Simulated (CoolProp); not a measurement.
A closed Brayton cycle with nitrogen: compressor inlet 325.15 K and 6.4 MPa, high pressure 21.1 MPa, turbine inlet 630 K, compressor efficiency 0.85, turbine efficiency 0.85, recuperator effectiveness 0.9 (on enthalpy, no pinch check). Each further row changes one setting.

Model: reference Helmholtz-energy equation of state, Span 2000, in CoolProp.

```tsv
case	thermal efficiency (%)	net work (kJ/kg)	compressor to turbine work	compressor exit (K)	turbine exit (K)
as stated	0.2	0.290	1.00	482.5	477.2
turbine inlet 580 K	-12.2	-13.5	1.1	482.5	437.9
compressor inlet 335.15 K	-3.4	-5.18	1.0	497.1	477.2
high pressure 17.9 MPa	4.8	7.46	0.95	457.5	495.6
recuperator effectiveness 0.5	0.2	0.290	1.00	482.5	477.2
```
